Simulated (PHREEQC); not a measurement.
A solution holds 0.0022 mol HF and 0.028 mol (CH3)4NF per kg of water, at 90 °C. Closed to the air; pH follows from the charge balance.

Computed with PHREEQC (ion-association model, phreeqc.dat).

Precipitation was switched off in this run.

Problem. What pH does the model give?

Solution. pH 4.81.

Problem. In which forms is F present?

Solution. F- 92 %, HF 6.5 %, HF2- 1.5 % of the F.

(CH3)4N+ isn't in the database: it is added as a free cation with an ion size of 4 Å. At this temperature some constants are extrapolated from 25 °C, and those without enthalpy data are left unchanged.
